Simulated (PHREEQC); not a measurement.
Acid rinse or clean

Solution (20 °C): 0.19 mol/kgw H2SO4, 0.0081 mol/kgw NaCl and 0.095 mol/kgw KCl. It is in equilibrium with CO2 at log p = 0 (atm). Otherwise closed; pH follows from the charge balance.

Equilibrium calculation in PHREEQC: ion-association model, wateq4f.dat.

Precipitation was switched off in this run.

Task: Predict the pH, activity of water.

Result: pH 0.76; activity of water 0.989.

Task: In which forms is Na present?

Result: Na+ 97 %, NaSO4- 3.4 % of the Na.

Complexes and solids missing from the database can't appear.
